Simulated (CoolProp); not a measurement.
Hexamethyldisiloxane (MM) along the isotherm 346.85 °C: fugacity coefficient from the reference equation and from simpler models built on Tc = 245.6 °C, pc = 1.931 MPa, ω = 0.418; each cubic takes its own stable root.

Computed with CoolProp (reference Helmholtz-energy equation of state, Thol 2016).

```
p (MPa)  phase  reference
-------  -----  ---------
0.0966     gas     0.9907
0.193      gas     0.9815
0.29       gas     0.9724
0.386      gas     0.9633
0.483      gas     0.9543
0.579      gas     0.9454
0.676      gas     0.9364
0.772      gas     0.9277
0.869      gas     0.9189
0.966      gas     0.9101
```

Problem. How far does each simpler model (van der Waals, Soave-Redlich-Kwong, Peng-Robinson) lie from the reference over these 10 states: mean and median of the absolute difference, and the worst?

Solution. 
- van der Waals: mean 0.2 %, median 0.2 %, worst -0.5 % at 346.85 °C and 0.966 MPa
- Soave-Redlich-Kwong: mean 0.5 %, median 0.5 %, worst +1.0 % at 346.85 °C and 0.966 MPa
- Peng-Robinson: mean 0.3 %, median 0.3 %, worst -0.6 % at 346.85 °C and 0.966 MPa
